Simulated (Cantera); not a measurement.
An adiabatic, constant-volume homogeneous reactor starts with 2.22 % C3H8, 20.6 % O2, 77.2 % N2, equivalence ratio 0.54, at 1175 K and 23.7 atm.

Cantera simulation using GRI-Mech 3.0 (53 species, 325 reactions); the numbers are that mechanism's predictions, not measurements. GRI-Mech 3.0 was tuned for natural gas; its chemistry of propane as a main component is partial and can be far from experiment. The pressure lies above the range GRI-Mech 3.0 was tuned for (to about 10 atm).

x: mole fraction; the columns are a selection and need not sum to one.

```tsv
t (s)	T (K)	P (bar)	x C3H8	x O2	x O	x NO2	x H2O	x CH4
3.00e-6	1175	24.0	0.0222	0.206	4.12e-11	<1e-12	1.26e-8	1.55e-8
6.97e-6	1175	24.0	0.0222	0.206	9.37e-11	<1e-12	7.55e-8	8.72e-8
1.62e-5	1175	24.0	0.0222	0.206	2.49e-10	<1e-12	5.33e-7	5.11e-7
3.76e-5	1175	24.0	0.0222	0.205	7.15e-10	<1e-12	4.20e-6	3.15e-6
8.74e-5	1175	24.0	0.0221	0.205	1.34e-9	<1e-12	2.60e-5	1.64e-5
0.000203	1175	24.0	0.0220	0.205	1.69e-9	<1e-12	0.000101	5.75e-5
0.000472	1177	24.0	0.0215	0.205	2.88e-9	<1e-12	0.000374	0.000180
0.00110	1257	26.0	(withheld)	0.193	(withheld)	3.53e-12	(withheld)	(withheld)
0.00254	2564	53.7	<1e-12	0.0849	0.000790	5.15e-5	0.0839	<1e-12
0.00591	2559	53.6	<1e-12	0.0837	0.000764	6.04e-5	0.0839	<1e-12
0.0137	2559	53.6	<1e-12	0.0837	0.000764	6.05e-5	0.0839	<1e-12
0.0319	2559	53.6	<1e-12	0.0837	0.000764	6.05e-5	0.0839	<1e-12
0.0741	2559	53.6	<1e-12	0.0837	0.000764	6.05e-5	0.0839	<1e-12
0.172	2559	53.6	<1e-12	0.0837	0.000764	6.05e-5	0.0839	<1e-12
0.400	2559	53.6	<1e-12	0.0837	0.000764	6.05e-5	0.0839	<1e-12
```

Problem. What belongs in the gaps?

Solution. 
- 0.00110, x C3H8: 0.0118
- 0.00110, x O: 6.61e-7
- 0.00110, x H2O: 0.0109
- 0.00110, x CH4: 0.00138
